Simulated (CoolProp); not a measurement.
Vapour-liquid equilibrium of R22 (1) + C3F8 (R218) (2) at 312.2 K; x and y are mole fractions of (1).

The numbers come from the multi-fluid Helmholtz-energy mixture model, Kamei 1995 and Lemmon 2006; pair parameters Bell 2016 in CoolProp.

```csv
x,"bubble pressure, mixture model (kPa)","bubble pressure, Raoult's law (kPa)","y, mixture model","y, Raoult's law"
0.05,1328,1258,0.086,0.060
0.15,1473,1283,___,0.175
0.25,1590,1309,0.338,0.286
0.35,1676,1334,0.429,0.393
0.45,___,1359,0.506,0.496
0.55,1767,1385,0.575,0.595
0.65,1773,1410,0.642,0.691
0.75,1752,1435,0.712,0.783
0.85,1696,1460,___,0.872
0.95,1585,1486,0.915,0.958
```

**Question.** Some entries are withheld; supply them.

**Answer.** 
- 0.15, y, mixture model: 0.227
- 0.45, bubble pressure, mixture model (kPa): 1735
- 0.85, y, mixture model: 0.796

The largest gap from Raoult's law is +27.7 % in bubble pressure, at x = 0.45. y crosses x between x = 0.55 and 0.65: the model has an azeotrope there.

The pair parameters rest on a limited set of measurements; away from them the model extrapolates.
